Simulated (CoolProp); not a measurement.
trans-2-butene along the isotherm 251.85 °C: fugacity coefficient from the reference equation and from simpler models built on Tc = 155.5 °C, pc = 4.019 MPa, ω = 0.210; each cubic takes its own stable root.

The numbers come from the reference Helmholtz-energy equation of state, Lemmon 2005 in CoolProp. It is a short technical equation, of lower accuracy than the large ones.

```tsv
p (MPa)	phase	reference	van der Waals	Redlich-Kwong	Soave-Redlich-Kwong	Peng-Robinson
0.127	gas	0.9945	0.9943	0.9941	0.9947	0.9938
0.187	gas	0.9918	0.9917	0.9913	0.9922	0.9908
0.274	gas	0.9881	0.9878	0.9873	0.9886	0.9866
0.402	gas	0.9825	0.9821	0.9814	0.9834	0.9804
0.59	gas	0.9744	0.9738	0.9728	0.9757	(withheld)
0.866	gas	0.9625	(withheld)	0.9603	0.9644	0.9582
1.27	gas	0.9454	0.9439	0.9422	0.9482	0.9392
1.87	gas	0.9203	0.9177	0.9156	0.9245	0.9118
2.74	gas	0.8846	(withheld)	0.8780	0.8910	0.8734
4.02	supercritical	0.8340	0.8254	0.8247	0.8436	0.8201
5.9	supercritical	0.7638	0.7464	(withheld)	0.7789	(withheld)
8.66	supercritical	0.6731	0.6418	(withheld)	0.6966	0.6606
12.7	supercritical	0.5755	0.5482	0.5624	0.6107	0.5702
18.7	supercritical	0.4971	0.4906	0.4912	0.5435	0.4973
27.4	supercritical	0.4534	0.4777	0.4544	0.5101	0.4544
40.2	supercritical	0.4508	0.5252	0.4583	0.5208	0.4475
```

Problem. Fill in the missing entries.

Solution. 
- 0.59, Peng-Robinson: 0.9713
- 0.866, van der Waals: 0.9616
- 2.74, van der Waals: 0.8801
- 5.9, Redlich-Kwong: 0.7511
- 5.9, Peng-Robinson: 0.7487
- 8.66, Redlich-Kwong: 0.6571
